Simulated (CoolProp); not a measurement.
Computed with CoolProp (reference Helmholtz-energy equation of state, de Reuck 1993).

For methanol, give the phase and the cv (kJ/(kg K)), expansivity (1/kK) at 334.35 °C and 13.9 bar; 331.45 °C and 171 bar.


- 334.35 °C and 13.9 bar: gas; cv 1.96, expansivity 1.79
- 331.45 °C and 171 bar: supercritical; cv 3.25, expansivity 8.93
